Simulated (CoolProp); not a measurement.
Vapour-liquid equilibrium of dimethyl ether (1) + n-hexane (2) at 332 kPa; x and y are mole fractions of (1).

Computed with CoolProp (multi-fluid Helmholtz-energy mixture model, Wu 2011 and Thol 2019; pair parameters Bell 2016).

Question: Give the bubble temperature and the first vapour's composition at x = 0.05, 0.425, 0.8. Is there an azeotrope?

Answer: x = 0.05: 365.4 K, y = 0.397; x = 0.425: 301.7 K, y = 0.949; x = 0.8: 285.8 K, y = 0.988. No azeotrope shows between x = 0.05 and 0.95.

The pair parameters rest on a limited set of measurements; away from them the model extrapolates.
